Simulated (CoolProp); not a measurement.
Saturated liquid density (kg/m³) of C3F8 (R218): the reference equation beside estimates from Tc = 71.9 °C, pc = 2640 kPa, ω = 0.317. Rackett uses Z = 0.29056 − 0.08775 ω.

Values from CoolProp's reference Helmholtz-energy equation of state, Lemmon 2006. It is a short technical equation, of lower accuracy than the large ones.

```csv
T (°C),reference,Rackett,van der Waals,Redlich-Kwong,Soave-Redlich-Kwong
-102.65,1850,1979,1138,1691,1737
-99.95,1841,1969,1133,1682,1730
-97.25,1831,1960,1128,1674,1723
-94.55,1822,1950,1123,1666,1716
-91.85,1812,1940,1118,1657,1709
-89.15,1803,1930,1113,1649,1701
-86.45,1793,1920,1108,1640,1694
-83.75,1784,1910,1102,1631,1686
-81.05,1774,1900,1097,1622,1678
-78.35,1765,1890,1092,1613,1670
-75.65,1755,1879,1086,1604,1662
-72.95,1746,1869,1081,1594,1654
-70.25,1736,1859,1075,1585,1646
-67.45,1726,1848,1069,1575,1637
-64.75,1716,1837,1064,1565,1628
```

Absolute difference from the reference over all 15 rows, mean and median: Rackett 7.0 and 7.1 %, van der Waals 38.2 and 38.2 %, Redlich-Kwong 8.6 and 8.6 %, Soave-Redlich-Kwong 5.5 and 5.5 %.
